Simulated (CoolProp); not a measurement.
Methane at 140.46 K and 1.12 MPa is throttled through a valve to 0.68 MPa with no heat exchange. Each further row changes one setting.

Computed with CoolProp (reference Helmholtz-energy equation of state, Setzmann 1991).

```
case                       temperature change (K)                       final phase  final density (kg/m³)
-------------------------  ----------------------  --------------------------------  ---------------------
as stated                                    +0.1                            liquid                    376
outlet pressure 0.204 MPa                   -19.6  two-phase, vapour fraction 0.148                   22.3
outlet pressure 0.884 MPa                    +0.1                            liquid                    376
```
